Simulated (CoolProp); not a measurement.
Vapour-liquid equilibrium of toluene (1) + m-xylene (2) at 0.0838 bar; x and y are mole fractions of (1).

Values from CoolProp's multi-fluid Helmholtz-energy mixture model, Lemmon 2006 and Zhou 2012; pair parameters Bell 2016.

```csv
x,bubble temperature (°C),y at the bubble point,dew temperature at overall composition x (°C),liquid density (mol/L)
0.05,?,0.133,64.7,7.835
0.125,60.3,0.300,63.5,7.939
0.2,57.6,0.434,62.2,8.043
0.275,55.2,0.541,60.8,8.147
0.35,?,0.627,59.4,8.250
0.425,51.1,0.697,57.8,8.354
0.5,49.3,0.755,56.1,8.458
0.575,?,0.803,54.3,8.562
0.65,46.4,0.846,52.4,8.668
0.725,?,0.883,50.2,8.776
0.8,44.0,0.917,47.9,?
0.875,43.0,0.948,45.4,8.998
0.95,42.0,0.979,42.9,?
```

Fill in the missing entries.


- 0.05, bubble temperature (°C): 63.4
- 0.35, bubble temperature (°C): 53.0
- 0.575, bubble temperature (°C): 47.8
- 0.725, bubble temperature (°C): 45.2
- 0.8, liquid density (mol/L): 8.886
- 0.95, liquid density (mol/L): 9.113

No azeotrope shows between x = 0.05 and 0.95.

Pair parameters are fitted to limited data, so mixtures are less certain than the pure fluids.
